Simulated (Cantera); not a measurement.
Input: 1 mol B2O3, 16 mol N2, at 2127 °C and 0.133 bar.

Method: chemical equilibrium by Gibbs-energy minimisation in Cantera with the NASA 1993 tables (ideal gas, pure condensed phases). Candidate condensed phases: B, BN, B2O3; 17 gas species. The numbers say what is thermodynamically allowed, not how fast it happens.

Base state: N2 0.936, B2O3 0.0535, BO 0.00519, BO2 0.00446, NO 0.000319, B2O2 0.000218, O 0.000167, O2 4.92e-5 (mole fractions); condensed: gas only.

Question: What changes in the equilibrium state with this change: temperature from 2127 °C to 675 °C?

Answer: 
```tsv
species	before	after
N2	0.936	1.00
B2O3	0.0535	<1e-9
BO	0.00519	<1e-9
BO2	0.00446	<1e-9
NO	0.000319	<1e-9
B2O3(l), mol	0	1.00
```
